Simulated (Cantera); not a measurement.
Mixture: 23.8 % H2, 14.7 % O2, 61.6 % N2, at 3750 Torr, adiabatic and at constant pressure. Ignition delay is the time to a rise of 400 K.

Model: GRI-Mech 3.0 (53 species, 325 reactions), integrated in Cantera. The hydrogen kinetics of GRI-Mech 3.0 are dated; newer H2 mechanisms differ, most at raised pressure. Where the delays flatten at high temperature, the 400 K rule measures the pace of heat release, not the induction time.

Problem. Predict: delay at 1075 K; delay at 1225 K; delay at 1375 K; delay at 1525 K.

Solution. 
```json
{
  "delay at 1075 K": "1.37 ms",
  "delay at 1225 K": "12.7 µs",
  "delay at 1375 K": "4.93 µs",
  "delay at 1525 K": "2.92 µs"
}
```
